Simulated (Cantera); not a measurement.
Charge: 1 mol Si₃N₄, 220 mol H₂, held at 410 Pa.

Method: chemical equilibrium by Gibbs-energy minimisation in Cantera with the NASA 1993 tables (ideal gas, pure condensed phases). Candidate condensed phases: Si, Si₃N₄; 18 gas species. Mutual solubility and eutectic melting of coexisting phases are not modelled. Gases not in the tables: Si₂H₆ and higher silanes. Rates play no part.

Task: What share of the Si ends up in condensed phases as a function of T (K), at 1200, 1275, 1350, 1425, 1500, 1575, 1650, 1725, 1800, 1875, 1950, 2025?

Result: 
| T (K) | Si condensed (%) | as |
|---|---|---|
| 1200 | 100.0 | Si(s) + Si₃N₄(s) |
| 1275 | 100.0 | Si(s) + Si₃N₄(s) |
| 1350 | 100.0 | Si(s) + Si₃N₄(s) |
| 1425 | 100.0 | Si(s) + Si₃N₄(s) |
| 1500 | 100.0 | Si(s) |
| 1575 | 99.8 | Si(s) |
| 1650 | 99.4 | Si(s) |
| 1725 | 97.8 | Si(l) |
| 1800 | 93.5 | Si(l) |
| 1875 | 81.7 | Si(l) |
| 1950 | 52.3 | Si(l) |
| 2025 | 0.0 | - |
